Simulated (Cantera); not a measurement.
A closed system holds: 1 mol Si₃N₄, 4.9 mol H₂O, 4.3 mol H₂, at 10000 Pa.

Equilibrium computed with Cantera from the NASA thermochemical tables; the gas is ideal and each condensed phase is pure. Candidate condensed phases: H₂O, Si, SiO₂, Si₂N₂O, Si₃N₄; 35 gas species. Mutual solubility and eutectic melting of coexisting phases are not modelled. The tables hold silica as quartz up to 1696 K and as liquid above; real silica turns to tridymite and cristobalite and melts near 1996 K. Rates play no part. All values below are at 1348 K.

Base state: H₂ 0.849, N₂ 0.151, H₂O 0.000113 (mole fractions); condensed: SiO₂(β-quartz) + Si₂N₂O(s).

**Question.** What changes in the equilibrium state with this change: H₂O from 4.9 to 0.32 mol?

**Answer.** 
```csv
species,before,after
H₂,0.849,0.977
N₂,0.151,0.0226
H₂O,0.000113,3.45e-9
"SiO₂(β-quartz), mol",2.27,0
"Si₂N₂O(s), mol",0.367,0.320
"Si₃N₄(s), mol",0,0.787
```
